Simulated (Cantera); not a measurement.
A jet of 7.68 % CH4, 6.82 % O2, 85.5 % N2, equivalence ratio 2.3 at 300 K and 50.3 Torr hits a platinum plate 2 cm away at a mass flux of 0.091 kg/m²/s; the plate temperature is set and raised in steps from an oxygen-covered start.

Detailed kinetics in Cantera: Deutschmann's 1995 Pt surface mechanism with GRI-Mech 3.0 gas chemistry. Catalytic surfaces can have several steady states; this one follows from the mechanism file's or the stated starting coverage.

x: mole fraction at the wall; θ: surface coverage.

```json
[
 {"plate T (K)": "950", "wall x CH4": "0.0342", "wall x O2": "0.0110", "wall x H2O": "0.0598", "wall x OH": "<1e-8", "wall x CO": "0.0444", "wall x CO2": "4.60e-5", "θ free Pt": "0.460", "θ H*": "0.00165", "θ CO*": "0.0857", "θ C*": "0.453"},
 {"plate T (K)": "1000", "wall x CH4": "0.0257", "wall x O2": "0.00791", "wall x H2O": "0.0569", "wall x OH": "<1e-8", "wall x CO": "0.0530", "wall x CO2": "7.38e-5", "θ free Pt": "0.571", "θ H*": "0.00207", "θ CO*": "0.0696", "θ C*": "0.357"},
 {"plate T (K)": "1050", "wall x CH4": "[?]", "wall x O2": "[?]", "wall x H2O": "0.0533", "wall x OH": "<1e-8", "wall x CO": "0.0618", "wall x CO2": "[?]", "θ free Pt": "[?]", "θ H*": "0.00237", "θ CO*": "0.0651", "θ C*": "[?]"},
 {"plate T (K)": "1100", "wall x CH4": "0.0128", "wall x O2": "0.00397", "wall x H2O": "0.0510", "wall x OH": "<1e-8", "wall x CO": "0.0658", "wall x CO2": "0.000514", "θ free Pt": "0.877", "θ H*": "0.00232", "θ CO*": "0.0491", "θ C*": "0.0715"},
 {"plate T (K)": "1150", "wall x CH4": "[?]", "wall x O2": "[?]", "wall x H2O": "0.0498", "wall x OH": "<1e-8", "wall x CO": "0.0667", "wall x CO2": "[?]", "θ free Pt": "0.940", "θ H*": "[?]", "θ CO*": "[?]", "θ C*": "[?]"}
]
```

Problem. Fill in the missing entries.

Solution. 
- 1050, wall x CH4: 0.0170
- 1050, wall x O2: 0.00516
- 1050, wall x CO2: 0.000193
- 1050, θ free Pt: 0.742
- 1050, θ C*: 0.190
- 1150, wall x CH4: 0.0114
- 1150, wall x O2: 0.00364
- 1150, wall x CO2: 0.00108
- 1150, θ H*: 0.00208
- 1150, θ CO*: 0.0308
- 1150, θ C*: 0.0267
